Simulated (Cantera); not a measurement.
Ignition delay

Mixture: CH4 : O2 : N2 = 1 : 1 : 3.76 (molar parts), equivalence ratio 2.0, at 3100000 Pa, adiabatic and at constant pressure. Ignition delay is the time to a rise of 400 K.

Computed with Cantera and GRI-Mech 3.0 (53 species, 325 reactions). The pressure lies above the range GRI-Mech 3.0 was tuned for (to about 10 atm).

```tsv
T0 (K)	delay (ms)
1050	13.8
1125	4.65
1200	1.82
1275	0.788
1350	0.364
1425	0.177
1500	0.0891
1575	0.0463
```

* **apparent activation energy between 1425 and 1575 K**: 170 kJ/mol
